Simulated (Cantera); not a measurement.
A closed system holds: 1 mol HMDSO, 2.3 mol NO, 0.29 mol H₂, at 1825 °C and 135 Torr.

These are equilibrium values from Cantera (NASA tables, ideal gas, pure condensed phases), not measurements of a reactor. Candidate condensed phases: C, C₆H₆, C₇H₈, C₈H₁₈, H₂O, Si, SiC, SiO₂, Si₂N₂O, Si₃N₄; 151 gas species. The feed counts by its element totals alone. Equilibrium is a limit: real reactors are often held back by kinetics, nucleation or transport.

Base state: H₂ 0.667, CO 0.237, N₂ 0.0808, H 0.00593, HCN 0.00495, SiO 0.00274, C₂H₂ (acetylene) 0.000954, HNC 0.000333 (mole fractions); condensed: C(graphite) + SiC(s).

Q: What changes in the equilibrium state with this change: pressure from 135 Torr to 0.0728 Torr?

A: 
| species | before | after |
|---|---|---|
| H₂ | 0.667 | 0.428 |
| H | 0.00593 | 0.205 |
| CO | 0.237 | 0.187 |
| Si | 5.63e-5 | 0.0984 |
| N₂ | 0.0808 | 0.0641 |
| CH₄ | 2.66e-5 | 5.90e-9 |
| SiC₂ | 3.60e-6 | 0.00629 |
| C(graphite), mol | 0.677 | 2.36 |
| SiC(s), mol | 1.96 | 0 |
The tables' values for SiN are old estimates; treat these amounts as uncertain.
